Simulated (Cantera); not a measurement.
A closed system holds: 1 mol SiH2Cl2, 3.4 mol H2, at 1223.15 K and 1330 Pa.

These are equilibrium values from Cantera (NASA tables, ideal gas, pure condensed phases), not measurements of a reactor. Candidate condensed phases: Si; 19 gas species. The tables' values for SiCl3 are old estimates; treat these amounts as uncertain. Equilibrium is a limit: real reactors are often held back by kinetics, nucleation or transport.

Base state: H2 0.794, HCl 0.113, SiCl2 0.0391, SiCl4 0.0339, SiCl3 0.0129, SiHCl3 0.00737, SiH2Cl2 0.000213 (mole fractions); condensed: Si(s).

### Question
What changes in the equilibrium state with this change: H2 from 3.4 to 5.6 mol?

### Answer
```csv
species,before,after
H2,0.794,0.840
HCl,0.113,0.0997
SiCl2,0.0391,0.0288
SiCl4,0.0339,0.0184
SiCl3,0.0129,0.00817
SiHCl3,0.00737,0.00480
SiH2Cl2,0.000213,0.000166
"Si(s), mol",0.518,0.553
```

### Question
What changes in the equilibrium state with this change: temperature from 1223.15 K to 1425 K?

### Answer
```json
[
 {"species": "H2", "before": "0.794", "after": "0.745"},
 {"species": "HCl", "before": "0.113", "after": "0.151"},
 {"species": "SiCl2", "before": "0.0391", "after": "0.0927"},
 {"species": "SiCl4", "before": "0.0339", "after": "0.00256"},
 {"species": "SiCl3", "before": "0.0129", "after": "0.00777"},
 {"species": "H", "before": "2.33e-6", "after": "5.10e-5"},
 {"species": "SiHCl3", "before": "0.00737", "after": "0.000987"},
 {"species": "SiH2Cl2", "before": "0.000213", "after": "5.81e-5"},
 {"species": "Si(s), mol", "before": "0.518", "after": "0.442"}
]
```
